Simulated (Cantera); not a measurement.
What does this Cantera script print?

```python
import numpy as np
import cantera as ct

gas_names = """
    C CO CO2 C2 C2O C3 C3O2 C4 C5 Ca CaO Ca2 O O2 O3
""".split()
cond_names = """
    C(gr) Ca(a) Ca(b) Ca(L) CaCO3(caL) CaO(s) CaO(L)
""".split()


def load(file, names, dense=False):
    # The tables refer to 1 bar. Condensed volumes are neglected.
    table = {s.name: s for s in ct.Species.list_from_file(file)}
    out = []
    for n in names:
        d = dict(table[n].input_data)
        d["thermo"] = dict(d["thermo"], **{"reference-pressure": 1e5})
        if dense:
            d["equation-of-state"] = {"model": "constant-volume", "density": "1e6 g/cm^3"}
        out.append(ct.Species.from_dict(d))
    return out


gas = ct.Solution(thermo="ideal-gas", species=load("nasa_gas.yaml", gas_names))
cond = {s.name: ct.Solution(thermo="fixed-stoichiometry", species=[s], name=s.name)
        for s in load("nasa_condensed.yaml", cond_names, dense=True)}
atoms = {
    'CaO': {'Ca': 1, 'O': 1},
    'O2': {'O': 2},
    'CO2': {'C': 1, 'O': 2},
}
top_T = {'C(gr)': 4500}  # K; cautious upper limits of use, not melting points


def equilibrate(T, P, feed):
    n = {}
    for name, mol in feed.items():
        for a, k in atoms[name].items():
            n[a] = n.get(a, 0.0) + k * mol
    gas.TPX = T, P, n
    mass = sum(n.values()) * gas.mean_molecular_weight
    gas.equilibrate("TP")
    valid = [c for c in cond.values() if c.min_temp <= T <= top_T.get(c.name, c.max_temp)]
    mix = ct.Mixture([(gas, mass / gas.mean_molecular_weight)] + [(c, 0.0) for c in valid])
    mix.T, mix.P = T, P
    mix.equilibrate("TP", solver="vcs", rtol=1e-11, max_steps=5000)
    return mix


results = []
T = 1048  # K
P = 110000  # Pa
for m in [0.23, 0.56, 0.89, 1.2, 1.5, 1.9, 2.2, 2.5, 2.9, 3.2, 3.5]:
    feed = {'CaO': 1, 'O2': 0.15, 'CO2': m}  # mol
    mix = equilibrate(T, P, feed)
    results.append((T, P, feed, dict(zip(mix.species_names, mix.species_moles))))

top = {s: max(r[3][s] / sum(r[3][g] for g in gas_names) for r in results) for s in gas_names}
cols = sorted((s for s in top if top[s] > 1e-06), key=lambda s: -top[s])[:9]
seen = [c for c in cond_names if any(r[3].get(c, 0) > 1e-12 for r in results)]
print("log10 of partial pressures in bar; condensed amounts in mol")
print(f"{'n(CO2)':>10s}" + "".join(f"{s[:9]:>10s}" for s in cols + seen))
for T, P, feed, n in results:
    ng = sum(n[g] for g in gas_names)
    print(f"{feed['CO2']:10.4g}" + "".join(f"{np.log10(max(n[s] / ng * P / 1e5, 1e-99)):10.3f}" for s in cols)
          + "".join(f"{n.get(c, 0):10.4g}" for c in seen))
```

Output:

```
log10 of partial pressures in bar; condensed amounts in mol
    n(CO2)       CO2        O2 CaCO3(caL    CaO(s)
      0.23    -0.853    -0.018    0.2081    0.7919
      0.56    -0.853    -0.018    0.5381    0.4619
      0.89    -0.853    -0.018    0.8681    0.1319
       1.2    -0.202    -0.327         1         0
       1.5    -0.073    -0.595         1         0
       1.9    -0.026    -0.804         1         0
       2.2    -0.010    -0.913         1         0
       2.5    -0.000    -1.000         1         0
       2.9     0.008    -1.094         1         0
       3.2     0.013    -1.154         1         0
       3.5     0.016    -1.206         1         0
```

Method: chemical equilibrium by Gibbs-energy minimisation in Cantera with the NASA 1993 tables (ideal gas, pure condensed phases). Mutual solubility and eutectic melting of coexisting phases are not modelled.
